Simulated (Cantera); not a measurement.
A perfectly stirred reactor is fed with C2H6 : N2 = 1 : 78 (molar parts), at 0.00470 bar; it is held at 1625 K, and followed from long to short residence time.

Detailed kinetics in Cantera: GRI-Mech 3.0 (53 species, 325 reactions). GRI-Mech 3.0 stops at C3 and has no aromatics, soot or wall deposition, so with more carbon than oxygen in the feed, carbon stays in small species such as C2H2 where larger ones or solid carbon would form. Radical loss at walls, strong at low pressure, is not modelled.

x: mole fraction; the columns are a selection and need not sum to one.

```json
[
 {"τ (s)": "2.3", "x C2H6": "1.88e-5", "x H2": "0.0227", "x HCN": "0.000103", "x C2H": "6.41e-7", "x C2H2": "0.0116", "x CH3": "0.000287", "x CH2": "___"},
 {"τ (s)": "0.59", "x C2H6": "6.80e-5", "x H2": "0.0212", "x HCN": "5.52e-5", "x C2H": "7.26e-7", "x C2H2": "0.0109", "x CH3": "0.000563", "x CH2": "___"},
 {"τ (s)": "0.15", "x C2H6": "0.000244", "x H2": "0.0187", "x HCN": "2.85e-5", "x C2H": "8.13e-7", "x C2H2": "0.00944", "x CH3": "0.00110", "x CH2": "___"},
 {"τ (s)": "0.040", "x C2H6": "0.000820", "x H2": "0.0147", "x HCN": "1.42e-5", "x C2H": "8.10e-7", "x C2H2": "0.00678", "x CH3": "0.00208", "x CH2": "___"},
 {"τ (s)": "0.010", "x C2H6": "0.00279", "x H2": "0.00873", "x HCN": "5.84e-6", "x C2H": "5.20e-7", "x C2H2": "0.00277", "x CH3": "0.00362", "x CH2": "___"},
 {"τ (s)": "0.0027", "x C2H6": "0.00723", "x H2": "0.00297", "x HCN": "1.43e-6", "x C2H": "1.02e-7", "x C2H2": "0.000325", "x CH3": "0.00400", "x CH2": "___"},
 {"τ (s)": "0.00071", "x C2H6": "0.0113", "x H2": "0.000253", "x HCN": "4.51e-8", "x C2H": "3.86e-10", "x C2H2": "2.65e-6", "x CH3": "0.00197", "x CH2": "___"},
 {"τ (s)": "0.00018", "x C2H6": "0.0124", "x H2": "3.22e-6", "x HCN": "8.86e-12", "x C2H": "<1e-12", "x C2H2": "2.50e-9", "x CH3": "0.000583", "x CH2": "___"}
]
```

Problem. Some entries are withheld; supply them.

Solution. 
- 2.3, x CH2: 2.85e-6
- 0.59, x CH2: 5.27e-6
- 0.15, x CH2: 9.11e-6
- 0.040, x CH2: 1.40e-5
- 0.010, x CH2: 1.77e-5
- 0.0027, x CH2: 1.33e-5
- 0.00071, x CH2: 2.96e-6
- 0.00018, x CH2: 9.71e-8
